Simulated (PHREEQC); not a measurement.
Solution (25 °C): 0.0075 mol HF, 0.0089 mol H2SiF6, 0.0022 mol HBF4 and 0.00017 mol H2SO4 per kg of water. Closed to the air; pH follows from the charge balance.

Model: ion-association model, phreeqc.dat, run in PHREEQC.

```json
[
 {"quantity": "pH", "before": "1.75", "after": "1.71"},
 {"quantity": "ionic strength (mol/kgw)", "before": "0.0293", "after": "0.0322"},
 {"quantity": "HF (mol/kgw)", "before": "0.00814", "after": "0.00822"},
 {"quantity": "SO4-2 (mol/kgw)", "before": "8.16e-5", "after": "0.000782"},
 {"quantity": "SI of Quartz (SiO2)", "before": "-0.45", "after": "-0.40"}
]
```

Question: Which change was made?
(A) H2SiF6 from 0.0089 to 0.089 mol/kgw
(B) HF from 0.0075 to 0.00375 mol/kgw
(C) HBF4 from 0.0022 to 0.0011 mol/kgw
(D) H2SO4 from 0.00017 to 0.0017 mol/kgw
(E) HF left out

Answer: D, H2SO4 from 0.00017 to 0.0017 mol/kgw

No solid was allowed to form. SiF6-2 is the database's only silicon fluoride. Real BF4- forms and hydrolyses slowly; the run takes it at equilibrium.
